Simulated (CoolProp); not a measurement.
A closed Brayton cycle with carbon dioxide: compressor inlet 318.15 K and 8.3 MPa, high pressure 15.7 MPa, turbine inlet 940 K, compressor efficiency 0.89, turbine efficiency 0.93, recuperator effectiveness 0 (on enthalpy, no pinch check). Each further row changes one setting.

The numbers come from the reference Helmholtz-energy equation of state, Span 1996 in CoolProp.

| case | thermal efficiency (%) | net work (kJ/kg) | compressor to turbine work | compressor exit (K) | turbine exit (K) |
|---|---|---|---|---|---|
| as stated | ___ | 76.8 | 0.25 | 365.9 | 853.5 |
| turbine inlet 890 K | 10.4 | 71.0 | ___ | 365.9 | 806.6 |
| compressor inlet 328.15 K | 10.1 | 71.9 | 0.30 | ___ | 853.5 |
| high pressure 13.3 MPa | 7.8 | 58.4 | 0.24 | 353.3 | 875.6 |
| recuperator effectiveness 0.5 | 16.8 | 76.8 | 0.25 | 365.9 | 853.5 |

Problem. Fill in the missing entries.

Solution. 
- as stated, thermal efficiency (%): 10.3
- turbine inlet 890 K, compressor to turbine work: 0.26
- compressor inlet 328.15 K, compressor exit (K): 381.3
